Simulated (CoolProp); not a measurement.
Computed with CoolProp (reference Helmholtz-energy equation of state, Zhou 2014).

Task: Give the vapour pressure (MPa), liquid density (kg/m³), vapour density (kg/m³), surface tension (mN/m) of saturated cyclohexane at 181.55, 201.15, 207.75 °C.

Result: 
```json
[
 {"T (°C)": "181.55", "p (MPa)": "0.993", "liquid density (kg/m³)": "604", "vapour density (kg/m³)": "27.2", "surface tension (mN/m)": "7.37"},
 {"T (°C)": "201.15", "p (MPa)": "1.37", "liquid density (kg/m³)": "575", "vapour density (kg/m³)": "38.3", "surface tension (mN/m)": "5.58"},
 {"T (°C)": "207.75", "p (MPa)": "1.52", "liquid density (kg/m³)": "565", "vapour density (kg/m³)": "42.9", "surface tension (mN/m)": "5.00"}
]
```

Surface tension comes from a separate correlation (Mulero 2012).
